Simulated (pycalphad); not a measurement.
An equivalent pycalphad script:

```python
from pycalphad import Database, equilibrium, calculate, variables as v
import numpy as np
db = Database('COST507.tdb')
comps = ['AL', 'SI', 'FE', 'VA']
phases = ['AL13FE4', 'AL2FE', 'AL5FE2', 'AL5FE4', 'ALFESI_ALPHA', 'ALFESI_BETA', 'ALFESI_DELTA', 'ALFESI_GAMMA', 'ALFESI_TAU1', 'ALFESI_TAU3', 'BCC_B2', 'DIAMOND_A4', 'FCC_A1', 'FE2SI', 'FE5SI3', 'FESI', 'FESI2_H', 'FESI2_L', 'LIQUID']
eq = equilibrium(db, comps, phases, {v.X('SI'): 0.003, v.X('FE'): 0.1432, v.T: np.arange(1850, 499, -50), v.P: 101325, v.N: 1}, output=['HM', 'SM'])
```

Source of the numbers: pycalphad with the COST 507 light-alloy database (1999); pressure 1 atm. These are 1990s assessments: newer ones move some temperatures and phases. Amounts are mole fractions of atoms.

Results at three of the temperatures:

```
T = 1750.00 K, P = 101325 Pa, N = 1 mol of atoms
G = -117249 J/mol, H = 45169 J/mol, S = 92.81 J/(mol K)  (SER reference)
chemical potentials (J/mol): Al -108401, Si -177153, Fe -168749
phase             fraction      x(Al)      x(Si)      x(Fe)
LIQUID              1.0000     0.8538     0.0030     0.1432
```

```
T = 850.00 K, P = 101325 Pa, N = 1 mol of atoms
G = -47638 J/mol, H = -1809 J/mol, S = 53.92 J/(mol K)  (SER reference)
chemical potentials (J/mol): Al -32987, Si -36807, Fe -135218
phase             fraction      x(Al)      x(Si)      x(Fe)
AL13FE4             0.5927     0.7615     0.0017     0.2367
FCC_A1              0.3924     0.9976     0.0023   9.56e-05
ALFESI_ALPHA        0.0149     0.7386     0.0714     0.1900
```

```
T = 600.00 K, P = 101325 Pa, N = 1 mol of atoms
G = -35437 J/mol, H = -9423 J/mol, S = 43.36 J/(mol K)  (SER reference)
chemical potentials (J/mol): Al -19991, Si -24333, Fe -127762
phase             fraction      x(Al)      x(Si)      x(Fe)
AL13FE4             0.5749     0.7644   3.44e-05     0.2355
FCC_A1              0.3841     0.9999   0.000109   1.16e-06
ALFESI_ALPHA        0.0410     0.7383     0.0717     0.1900
```

Changes of the phase set, refined by bisection:

```csv
T (K),phases above,phases below
1362.3,LIQUID,AL13FE4 + LIQUID
923.3,AL13FE4 + LIQUID,AL13FE4 + FCC_A1 + LIQUID
907.2,AL13FE4 + FCC_A1 + LIQUID,AL13FE4 + FCC_A1
893.5,AL13FE4 + FCC_A1,AL13FE4 + ALFESI_ALPHA + FCC_A1
```

Database names, with the compositions (at.%) that they take in these runs: AL13FE4: Al 76 Fe 24; ALFESI_ALPHA: Al 74 Fe 19 Si 7. FCC_A1 is fcc.
